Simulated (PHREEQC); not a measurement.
PHREEQC input (Pitzer model, pitzer.dat):

```
SOLUTION 1
  temp 20
  units mol/kgw
  pH 7 charge
END
SELECTED_OUTPUT 1
  -reset false
  -pH true
  -pe true
  -ionic_strength true
  -water true
  -totals Cl K Mg Mn
  -molalities H+ K+ Mg+2 Mn+2 Cl- OH- MgOH+
  -equilibrium_phases Carnallite Bischofite Brucite Sylvite MgCl2_4H2O
PRINT
  -reset false
USE solution 1
REACTION 1
  MnCl2 1
  0 0.0667 0.133 0.2 0.267 0.333 0.4 0.467 0.533 0.6 0.667 0.733 0.8 moles
EQUILIBRIUM_PHASES 1
  Carnallite 0 30
  Bischofite 0 0
  Brucite 0 0
  Sylvite 0 0
  MgCl2_4H2O 0 0
END
```

Selected output (columns that matter, 13 of 13 rows; MnCl2 added (mol) added in front):

```
MnCl2 added (mol)	pH	mu	Cl	K	Mg	Mn	m_H+	m_K+	m_Mg+2	m_Mn+2	m_Cl-	m_OH-	Carnallite	Sylvite
0	3.6458	13.091	8.879	0.45596	4.2115	0	2.5541e-06	0.45596	4.2115	0	8.879	1.6337e-09	22.269	6.8941
0.0667	3.6435	13.127	8.9032	0.45521	4.1875	0.036508	2.5728e-06	0.45521	4.1875	0.036508	8.9032	1.6276e-09	22.35	6.8188
0.133	3.6413	13.164	8.9276	0.45448	4.1634	0.073144	2.5918e-06	0.45448	4.1634	0.073144	8.9276	1.6215e-09	22.429	6.7441
0.2	3.639	13.202	8.9526	0.45373	4.1389	0.11052	2.6113e-06	0.45373	4.1389	0.11052	8.9526	1.6153e-09	22.51	6.6688
0.267	3.6367	13.24	8.9779	0.45299	4.1142	0.14826	2.6312e-06	0.45299	4.1142	0.14826	8.9779	1.609e-09	22.591	6.5935
0.333	3.6344	13.278	9.0031	0.45225	4.0896	0.18579	2.6512e-06	0.45225	4.0896	0.18579	9.0031	1.6027e-09	22.67	6.5195
0.4	3.632	13.318	9.0291	0.45151	4.0645	0.22426	2.6719e-06	0.45151	4.0645	0.22426	9.0291	1.5962e-09	22.75	6.4445
0.467	3.6296	13.358	9.0554	0.45076	4.0392	0.2631	2.6931e-06	0.45076	4.0392	0.2631	9.0554	1.5897e-09	22.83	6.3696
0.533	3.6272	13.398	9.0817	0.45003	4.0141	0.30173	2.7143e-06	0.45003	4.0141	0.30173	9.0817	1.5832e-09	22.909	6.2959
0.6	3.6247	13.438	9.1087	0.44929	3.9884	0.34132	2.7363e-06	0.44929	3.9884	0.34132	9.1087	1.5765e-09	22.989	6.2213
0.667	3.6222	13.48	9.1361	0.44855	3.9625	0.3813	2.7588e-06	0.44855	3.9625	0.3813	9.1361	1.5697e-09	23.069	6.1468
0.733	3.6197	13.521	9.1635	0.44782	3.9368	0.42107	2.7814e-06	0.44782	3.9368	0.42107	9.1635	1.563e-09	23.147	6.0735
0.8	3.617	13.564	9.1916	0.44708	3.9104	0.46184	2.8048e-06	0.44708	3.9104	0.46184	9.1916	1.556e-09	23.226	5.9993
```

In brines, pH and single-ion activities rest on the MacInnes convention.
